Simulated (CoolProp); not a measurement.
Vapour-liquid equilibrium of ethylene (1) + n-butane (2) at 246.4 K; x and y are mole fractions of (1).

The numbers come from the multi-fluid Helmholtz-energy mixture model, Smukala 2000 and Bücker 2006; pair parameters Bell 2016 in CoolProp.

Task: Give the bubble pressure and the first vapour's composition at x = 0.35, 0.45, 0.65. Is there an azeotrope?

Result: x = 0.35: 651.6 kPa, y = 0.955; x = 0.45: 818.7 kPa, y = 0.966; x = 0.65: 1215 kPa, y = 0.983. No azeotrope shows between x = 0.05 and 0.95.

Pair parameters are fitted to limited data, so mixtures are less certain than the pure fluids. The gap from Raoult's law changes sign with composition, which may be real or a fault of the pair parameters; it wasn't checked against measurements.
